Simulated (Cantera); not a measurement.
Mixture: C₃H₈ : O₂ : N₂ = 1 : 5.81 : 21.9 (molar parts), equivalence ratio 0.86, at 1.00 bar, adiabatic and at constant volume. Ignition delay is the time to a rise of 400 K.

Cantera simulation using GRI-Mech 3.0 (53 species, 325 reactions); the numbers are that mechanism's predictions, not measurements. GRI-Mech 3.0 was tuned for natural gas; its chemistry of propane as a main component is partial and can be far from experiment.

```csv
quantity,before,after
delay at 1323 K,0.620 ms,0.332 ms
delay at 1398 K,0.214 ms,0.109 ms
delay at 1473 K,90.4 µs,43.3 µs
delay at 1548 K,45.5 µs,20.3 µs
delay at 1623 K,26.4 µs,10.9 µs
delay at 1698 K,17.0 µs,6.64 µs
apparent activation energy between 1548 and 1698 K,140 kJ/mol,160 kJ/mol
```

Q: What was changed between the two runs?
A) pressure from 1.00 bar to 10.0 bar
B) pressure from 1.00 bar to 3.60 bar
C) constant pressure in place of constant volume
D) pressure from 1.00 bar to 22.0 bar

A: B, pressure from 1.00 bar to 3.60 bar
